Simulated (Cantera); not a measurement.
Cantera run:

```python
import numpy as np
import cantera as ct

gas_names = """
    H H2 Pb Pb2
""".split()
cond_names = """
    Pb(cr) Pb(L)
""".split()


# ... load() reads the species with a 1 bar reference pressure and builds the phases ...
atoms = {
    'Pb': {'Pb': 1},
    'H2': {'H': 2},
}
top_T = {}  # K; cautious upper limits of use, not melting points


# ... equilibrate(T, P, feed) seeds the gas with the atoms and calls Mixture.equilibrate('TP', solver="vcs", rtol=1e-11, max_steps=5000) ...
results = []
feed = {'Pb': 1, 'H2': 0.11}  # mol
P = 17000  # Pa
for T in [600, 675, 750, 825, 900, 975, 1050, 1125, 1200, 1275, 1350, 1425, 1500]:
    mix = equilibrate(T, P, feed)
    results.append((T, P, feed, dict(zip(mix.species_names, mix.species_moles))))

top = {s: max(r[3][s] / sum(r[3][g] for g in gas_names) for r in results) for s in gas_names}
cols = sorted((s for s in top if top[s] > 0.001), key=lambda s: -top[s])[:9]
seen = [c for c in cond_names if any(r[3].get(c, 0) > 1e-12 for r in results)]
print("log10 of partial pressures in bar; condensed amounts in mol")
print(f"{'T/K':>10s}" + "".join(f"{s[:9]:>10s}" for s in cols + seen))
for T, P, feed, n in results:
    ng = sum(n[g] for g in gas_names)
    print(f"{T:10.4g}" + "".join(f"{np.log10(max(n[s] / ng * P / 1e5, 1e-99)):10.3f}" for s in cols)
          + "".join(f"{n.get(c, 0):10.4g}" for c in seen))
```

Output:

```
log10 of partial pressures in bar; condensed amounts in mol
       T/K        H2        Pb    Pb(cr)     Pb(L)
       600    -0.770   -11.287         1         0
       675    -0.770    -9.471         0         1
       750    -0.770    -8.023         0         1
       825    -0.770    -6.843         0         1
       900    -0.770    -5.864         0         1
       975    -0.770    -5.038         0         1
      1050    -0.770    -4.332         0         1
      1125    -0.770    -3.723         0    0.9999
      1200    -0.771    -3.192         0    0.9996
      1275    -0.774    -2.724         0    0.9988
      1350    -0.782    -2.310         0    0.9967
      1425    -0.800    -1.941         0    0.9921
      1500    -0.837    -1.610         0    0.9814
```

These are equilibrium values from Cantera (NASA tables, ideal gas, pure condensed phases), not measurements of a reactor.
